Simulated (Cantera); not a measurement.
An adiabatic, constant-pressure homogeneous reactor starts with CH4 : O2 : N2 = 1 : 1.82 : 6.84 (molar parts), equivalence ratio 1.1, at 1625 K and 7500 Torr. Integrator tolerance rtol = 1e-08.

Computed with Cantera and GRI-Mech 3.0 (53 species, 325 reactions).

Task: What does this change do: initial temperature 1625 to 1673 K?

Result: 
| quantity | before | after |
|---|---|---|
| time of steepest temperature rise | 64.2 µs | 43.2 µs |
| temperature at 6.00 s | 2968 K | 2989 K |
| equilibrium temperature | 2968 K | 2989 K |
| x(CH4) at 6.00 s | <1e-12 (gas-phase equilibrium <1e-12) | <1e-12 (gas-phase equilibrium <1e-12) |
| x(O2) at 6.00 s | 0.00918 (gas-phase equilibrium 0.00918) | 0.00969 (gas-phase equilibrium 0.00969) |
| x(H2O2) at 6.00 s | 8.20e-7 (gas-phase equilibrium 8.20e-7) | 8.60e-7 (gas-phase equilibrium 8.60e-7) |
| x(C2H2) at 6.00 s | <1e-12 (gas-phase equilibrium <1e-12) | <1e-12 (gas-phase equilibrium <1e-12) |
| x(C2H6) at 6.00 s | <1e-12 (gas-phase equilibrium <1e-12) | <1e-12 (gas-phase equilibrium <1e-12) |
| x(N2O) at 6.00 s | 1.46e-6 (gas-phase equilibrium 1.46e-6) | 1.54e-6 (gas-phase equilibrium 1.54e-6) |

Task: What does this change do: constant volume in place of constant pressure?

Result: 
| quantity | before | after |
|---|---|---|
| time of steepest temperature rise | 64.2 µs | 59.0 µs |
| temperature at 6.00 s | 2968 K | 3174 K |
| equilibrium temperature | 2968 K | 3174 K |
| x(CH4) at 6.00 s | <1e-12 (gas-phase equilibrium <1e-12) | <1e-12 (gas-phase equilibrium 1.08e-12) |
| x(O2) at 6.00 s | 0.00918 (gas-phase equilibrium 0.00918) | 0.0110 (gas-phase equilibrium 0.0110) |
| x(H2O2) at 6.00 s | 8.20e-7 (gas-phase equilibrium 8.20e-7) | 1.64e-6 (gas-phase equilibrium 1.64e-6) |
| x(C2H2) at 6.00 s | <1e-12 (gas-phase equilibrium <1e-12) | <1e-12 (gas-phase equilibrium <1e-12) |
| x(C2H6) at 6.00 s | <1e-12 (gas-phase equilibrium <1e-12) | <1e-12 (gas-phase equilibrium <1e-12) |
| x(N2O) at 6.00 s | 1.46e-6 (gas-phase equilibrium 1.46e-6) | 2.93e-6 (gas-phase equilibrium 2.93e-6) |
Above 3000 K some thermodynamic fits are extrapolated.
